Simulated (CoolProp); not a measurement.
Model: reference Helmholtz-energy equation of state, Lemmon 2016, in CoolProp.

For R115, give the phase and the speed of sound (m/s), Joule-Thomson coefficient (K/MPa) at 226.1 K and 9520 kPa; 238.8 K and 9520 kPa; 264.3 K and 9520 kPa.


- 226.1 K and 9520 kPa: liquid; speed of sound 708, Joule-Thomson coefficient -0.391
- 238.8 K and 9520 kPa: liquid; speed of sound 660, Joule-Thomson coefficient -0.362
- 264.3 K and 9520 kPa: liquid; speed of sound 567, Joule-Thomson coefficient -0.288
